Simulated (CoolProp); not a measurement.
Vapour-liquid equilibrium of ethane (1) + hydrogen sulfide (2) at 263.5 K; x and y are mole fractions of (1).

Model: multi-fluid Helmholtz-energy mixture model, Bücker 2006 and Lemmon 2006; pair parameters Kunz 2012, in CoolProp.

```tsv
x	bubble pressure, mixture model (MPa)	bubble pressure, Raoult's law (MPa)	y, mixture model	y, Raoult's law
0.05	1.009	0.8247	0.249	0.114
0.125	1.263	0.9076	0.418	0.258
0.2	1.431	0.9906	0.503	0.379
0.275	1.546	1.074	0.556	0.480
0.35	1.631	1.157	0.595	0.568
0.425	1.697	1.240	0.628	0.643
0.5	1.752	1.323	0.659	0.709
0.575	1.800	1.406	0.691	0.767
0.65	1.841	1.488	0.727	0.819
0.725	1.874	1.571	0.769	0.865
0.8	1.896	1.654	0.817	0.907
0.875	1.905	1.737	0.875	0.945
0.95	1.895	1.820	0.945	0.979
```

The largest gap from Raoult's law is +44.5 % in bubble pressure, at x = 0.2. y crosses x between x = 0.875 and 0.95: the model has an azeotrope there.

Pair parameters are fitted to limited data, so mixtures are less certain than the pure fluids.
